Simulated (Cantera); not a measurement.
Cantera run:

```python
import numpy as np
import cantera as ct

gas_names = """
    CL CL2 H HCL H2 Si SiCL SiCL2 SiCL3 SiCL4 SiH SiHCL3 SiH2 SiH2CL2 SiH3 SiH3CL SiH4 Si2 Si3
""".split()
cond_names = """
    Si(cr) Si(L)
""".split()


# ... load() reads the species with a 1 bar reference pressure and builds the phases ...
atoms = {
    'Si': {'Si': 1},
    'HCl': {'H': 1, 'CL': 1},
    'H2': {'H': 2},
}
top_T = {}  # K; cautious upper limits of use, not melting points


# ... equilibrate(T, P, feed) seeds the gas with the atoms and calls Mixture.equilibrate('TP', solver="vcs", rtol=1e-11, max_steps=5000) ...
results = []
feed = {'Si': 1, 'HCl': 1.2, 'H2': 1.2}  # mol
T = 648.15  # K
P = 10000  # Pa
mix = equilibrate(T, P, feed)
results.append((T, P, feed, dict(zip(mix.species_names, mix.species_moles))))
x = sorted(zip(gas.X, gas.species_names), reverse=True)
print(f"T = {T:g} K  P = {P:g} Pa  gas = {mix.phase_moles(0):.4g} mol")
print("   x: " + "  ".join(f"{s} {v:.3e}" for v, s in x if v > 0.0001))
print("   condensed (mol): " + ("  ".join(f"{mix.phase(i).name} {mix.phase_moles(i):.4g}"
      for i in range(1, mix.n_phases) if mix.phase_moles(i) > 1e-12) or "none"))
```

It prints:

```
T = 648.15 K  P = 10000 Pa  gas = 2.079 mol
   x: H2 8.454e-01  SiCL4 1.147e-01  SiHCL3 3.890e-02  SiH2CL2 7.618e-04  HCL 1.951e-04
   condensed (mol): Si(cr) 0.6791
```

Equilibrium computed with Cantera from the NASA thermochemical tables; the gas is ideal and each condensed phase is pure.
